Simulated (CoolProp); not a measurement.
Vapour-liquid equilibrium of methanol (1) + m-xylene (2) at 129.95 °C; x and y are mole fractions of (1).

Model: multi-fluid Helmholtz-energy mixture model, de Reuck 1993 and Zhou 2012; pair parameters Bell 2016, in CoolProp.

```
x     bubble pressure, mixture model (MPa)  bubble pressure, Raoult's law (MPa)  y, mixture model  y, Raoult's law
----  ------------------------------------  -----------------------------------  ----------------  ---------------
0.05                                   ___                               0.1169             0.653            0.360
0.15                                0.4230                               0.1931             0.812            0.653
0.25                                0.5263                               0.2693             0.851            0.780
0.35                                0.5845                               0.3455             0.869            0.852
0.45                                   ___                               0.4217             0.880            0.897
0.55                                0.6535                               0.4979             0.890            0.929
0.65                                0.6854                               0.5741             0.902            0.952
0.75                                0.7221                               0.6502               ___            0.970
0.85                                0.7653                               0.7264             0.943            0.984
0.95                                   ___                               0.8026             0.978            0.995
```

### Question
Fill in the missing entries.

### Answer

- 0.05, bubble pressure, mixture model (MPa): 0.2307
- 0.45, bubble pressure, mixture model (MPa): 0.6223
- 0.75, y, mixture model: 0.919
- 0.95, bubble pressure, mixture model (MPa): 0.8145

The largest gap from Raoult's law is +119.1 % in bubble pressure, at x = 0.15. No azeotrope shows between x = 0.05 and 0.95.

The pair parameters rest on a limited set of measurements; away from them the model extrapolates. With so large a gap from Raoult's law the liquid may split in two, which this calculation doesn't test in full.
